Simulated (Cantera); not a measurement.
Input: 1 mol SiO₂, 0.75 mol NF₃, 69 mol N₂, held at 477 °C and 60.0 Pa.

Method: chemical equilibrium by Gibbs-energy minimisation in Cantera with the NASA 1993 tables (ideal gas, pure condensed phases). Candidate condensed phases: Si, SiO₂, Si₂N₂O, Si₃N₄; 28 gas species. Equilibrium is a limit: real reactors are often held back by kinetics, nucleation or transport.

Base state: N₂ 0.984, SiF₄ 0.00798, O₂ 0.00798 (mole fractions); condensed: SiO₂(α-quartz).

Problem. What changes in the equilibrium state with this change: SiO₂ replaced by B₂O₃?

Solution. 
| species | before | after |
|---|---|---|
| N₂ | 0.984 | 0.981 |
| BF₃ | 0 | 0.0100 |
| O₂ | 0.00798 | 0.00796 |
| SiF₄ | 0.00798 | 0 |
| B₃O₃F₃ | 0 | 0.000585 |
| SiO₂(α-quartz), mol | 0.438 | 0 |
| B₂O₃(l), mol | 0 | 0.584 |
Further candidate phases: B, BN, B₂O₃.
